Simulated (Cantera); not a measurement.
Feed: 1 mol SiH₄, 3 mol N₂, at 1.20 mbar.

Cantera equilibrium calculation (NASA polynomials, part measured and part estimated; ideal gas, pure solids and liquids). Candidate condensed phases: Si, Si₃N₄; 18 gas species. Mutual solubility and eutectic melting of coexisting phases are not modelled. The tables' values for SiN are old estimates; treat these amounts as uncertain. Gases not in the tables: Si₂H₆ and higher silanes. The numbers say what is thermodynamically allowed, not how fast it happens.

x: gas mole fraction; n: condensed amount in mol.

| T (K) | x N₂ | x H₂ | x H | x Si | n Si₃N₄(s) | n Si(s) | n Si(l) |
|---|---|---|---|---|---|---|---|
| 1500 | 0.538 | 0.461 | 0.000345 | ? | 0.333 | 0 | 0 |
| 1550 | 0.538 | 0.461 | 0.000617 | ? | 0.333 | 0 | 0 |
| 1600 | 0.538 | 0.461 | 0.00107 | ? | 0.333 | 0 | 0 |
| 1650 | 0.575 | 0.423 | 0.00171 | ? | 0.146 | 0.562 | 0 |
| 1700 | 0.599 | 0.398 | 0.00268 | ? | 0 | 0 | 0.997 |
| 1750 | 0.598 | 0.396 | 0.00423 | ? | 0 | 0 | 0.993 |
| 1800 | 0.596 | 0.394 | 0.00649 | ? | 0 | 0 | 0.985 |

**Question.** Some entries are withheld; supply them.

**Answer.** 
- 1500, x Si: 1.54e-6
- 1550, x Si: 9.15e-6
- 1600, x Si: 4.86e-5
- 1650, x Si: 0.000223
- 1700, x Si: 0.000565
- 1750, x Si: 0.00125
- 1800, x Si: 0.00265
